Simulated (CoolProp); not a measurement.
A single-stage vapour-compression cycle with the fluid: evaporating at 328.15 K (dew point), condensing at 380.15 K (bubble point), superheat 8 K, subcooling 2 K, compressor efficiency 0.7, no pressure losses. The same conditions are run with several fluids, on thermodynamics alone (safety and materials aside).

Values from CoolProp's reference Helmholtz-energy equation of state of each fluid (vinyl chloride: Thol 2022; toluene: Lemmon 2006; benzene: Thol 2012; chloromethane (R40): Thol 2014; n-heptane: Span 2003; n-perfluorohexane: Gao 2022).

```csv
fluid,cooling COP,pressure ratio,discharge temperature (K),refrigerating effect (kJ/kg),volumetric capacity (kJ/m³)
vinyl chloride,3.38,2.97,417.3,214,4830
toluene,3.82,6.03,396.7,311,157
benzene,3.83,4.97,403.5,326,405
chloromethane (R40),3.27,2.90,434.9,249,6800
n-heptane,3.49,5.61,380.2,237,200
n-perfluorohexane,2.38,4.48,380.1,35.2,424
```

The compression ends wet for: n-heptane; n-perfluorohexane.
